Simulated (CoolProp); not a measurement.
Computed with CoolProp (reference Helmholtz-energy equation of state, Pan 2012).

### Question
Give the vapour pressure (kPa), liquid density (kg/m³), vapour viscosity (µPa s), liquid conductivity (mW/(m K)) of saturated R236FA at 23.65 °C.

### Answer
```tsv
T (°C)	p (kPa)	liquid density (kg/m³)	vapour viscosity (µPa s)	liquid conductivity (mW/(m K))
23.65	260	1360	10.8	73.5
```

Viscosity comes from a separate model (Huber 2003), an estimate that may be off by 10 % or more. Thermal conductivity comes from a separate model (Huber 2003), an estimate that may be off by 10 % or more.
